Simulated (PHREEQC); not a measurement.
A column of 0.5 m (30 cells, dispersivity 0.04 m, 60 s a shift, diffusion coefficient 3e-10 m²/s) holds 0.0043 eq of the database's cation exchanger X per kg of pore water, first in equilibrium with 0.0011 mol LiCl, 6.9e-05 mol PbCl2 and 1e-05 mol HCl per kg of water. It is flushed with 0.00078 mol CuCl2, 0.0011 mol LiCl and 1e-05 mol HCl per kg of water, at 25 °C. Values are for the last cell. The system is closed to CO2. No solid was allowed to form.

Base run: PHREEQC, ion-association model, phreeqc.dat. Each further column changes one thing. The table gives Pb in solution (mol/kgw).

| pore volumes | base | exchange capacity from 0.0043 to 0.0022 eq/kgw | dispersivity from 0.04 to 0.08 m |
|---|---|---|---|
| 0 | 6.90e-5 | 6.90e-5 | 6.90e-5 |
| 0.8167 | 0.000272 | 0.000296 | 0.000336 |
| 1.817 | 0.000553 | 0.000372 | 0.000475 |
| 2.617 | 0.000407 | 0.000227 | 0.000364 |
| 3.417 | 0.000298 | 0.000141 | 0.000276 |
| 4.217 | 0.000223 | 8.90e-5 | 0.000213 |
| 5.217 | 0.000159 | 5.05e-5 | 0.000157 |
| 6.017 | 0.000122 | 3.19e-5 | 0.000126 |
